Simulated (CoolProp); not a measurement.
The numbers come from the reference Helmholtz-energy equation of state, Lemmon 2005 in CoolProp.

Give the vapour pressure (MPa), vapour Z, surface tension (mN/m), liquid conductivity (mW/(m K)) of saturated R125 at -10.85, 10.05 °C.


```tsv
T (°C)	p (MPa)	vapour Z	surface tension (mN/m)	liquid conductivity (mW/(m K))
-10.85	0.469	0.877	8.37	74.5
10.05	0.910	0.805	5.66	65.6
```

Thermal conductivity comes from a separate model (Perkins 2006). Surface tension comes from a separate correlation (Mulero 2012).
